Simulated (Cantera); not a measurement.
**Premixed flame**

A freely propagating, adiabatic, planar premixed flame of H₂ : O₂ : N₂ = 1 : 0.455 : 1.71 (molar parts), equivalence ratio 1.1, unburnt at 473 K and 0.493 atm; multicomponent transport, grid criteria slope 0.08 and curve 0.16, no radiation.

Computed with Cantera and the H2/O2 subset of GRI-Mech 3.0, which has no nitrogen chemistry. Burning velocities carry a grid error of a few per cent, more on coarse grids.

```tsv
z (mm)	T (K)	u (m/s)	x H₂	x O₂	x O	x HO₂	x H	x H₂O₂
-3.19	473	4.88	0.316	0.144	<1e-8	<1e-8	<1e-8	<1e-8
-2.13	473	4.88	0.316	0.144	<1e-8	<1e-8	<1e-8	<1e-8
-1.60	473	4.88	0.316	0.144	<1e-8	<1e-8	<1e-8	<1e-8
-1.06	473	4.88	0.316	0.144	<1e-8	3.13e-8	<1e-8	<1e-8
-0.532	478	4.93	0.314	0.144	1.79e-6	9.84e-5	2.63e-5	1.85e-6
-0.266	679	6.86	0.287	0.139	0.000176	0.000151	0.00497	2.29e-5
0	1155	11.2	0.169	0.0980	0.00530	5.12e-5	0.0439	2.65e-6
0.266	1476	14.1	0.0723	0.0374	0.0116	1.74e-5	0.0716	2.07e-6
0.532	1617	15.4	0.0583	0.0246	0.0119	1.02e-5	0.0674	1.33e-6
1.06	1767	16.6	0.0582	0.0204	0.0106	7.17e-6	0.0547	7.16e-7
2.13	1926	17.9	0.0579	0.0169	0.00856	5.00e-6	0.0413	3.74e-7
4.26	2081	19.1	0.0555	0.0132	0.00624	3.36e-6	0.0292	2.13e-7
8.52	2225	20.2	0.0513	0.00964	0.00405	2.21e-6	0.0192	1.38e-7
```
x: mole fraction of selected species; z is measured from the peak of heat release.

The laminar burning velocity is 488 cm/s. The thermal thickness is 1.06 mm. The peak x(O) is 0.0120, the peak x(HO₂) is 0.000240 and the peak x(H) is 0.0720. The peak x(H₂O₂) is 2.38e-5.
